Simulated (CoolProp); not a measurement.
Vapour-liquid equilibrium of n-heptane (1) + p-xylene (2) at 0.00616 MPa; x and y are mole fractions of (1).

Model: multi-fluid Helmholtz-energy mixture model, Span 2003 and Zhou 2012; pair parameters Bell 2016, in CoolProp.

| x | bubble temperature (K) | y at the bubble point | dew temperature at overall composition x (K) | liquid density (mol/L) |
|---|---|---|---|---|
| 0.05 | 326.1 | 0.230 | 329.8 | 7.766 |
| 0.2 | 316.8 | 0.577 | 326.7 | 7.628 |
| 0.35 | 311.2 | 0.734 | 323.2 | 7.469 |
| 0.5 | 307.2 | 0.826 | 319.2 | 7.305 |
| 0.65 | 304.1 | 0.891 | 314.4 | 7.142 |
| 0.8 | 301.5 | 0.942 | 308.4 | 6.983 |
| 0.95 | 299.1 | 0.986 | 301.0 | 6.829 |

No azeotrope shows between x = 0.05 and 0.95.

The pair parameters rest on a limited set of measurements; away from them the model extrapolates.
